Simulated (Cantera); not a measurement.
Charge: 1 mol CaSO₄, 0.028 mol O₂, at 1450 K and 290 Pa.

Method: chemical equilibrium by Gibbs-energy minimisation in Cantera with the NASA 1993 tables (ideal gas, pure condensed phases). Candidate condensed phases: Ca, CaO, CaS, CaSO₄, S; 14 gas species. The numbers say what is thermodynamically allowed, not how fast it happens.

Base state: SO₂ 0.654, O₂ 0.345, SO₃ 0.00101, O 2.19e-5 (mole fractions); condensed: CaO(s).

What changes in the equilibrium state with this change: CaSO₄ replaced by Ca(OH)₂?


| species | before | after |
|---|---|---|
| H₂O | 0 | 0.972 |
| O₂ | 0.345 | 0.0272 |
| OH | 0 | 0.000402 |
| SO₂ | 0.654 | 0 |
| SO₃ | 0.00101 | 0 |
| H₂ | 0 | 0.000104 |
| O | 2.19e-5 | 6.15e-6 |
| CaO(s), mol | 1.00 | 1.00 |
Further candidate phases: Ca(OH)₂, H₂O.
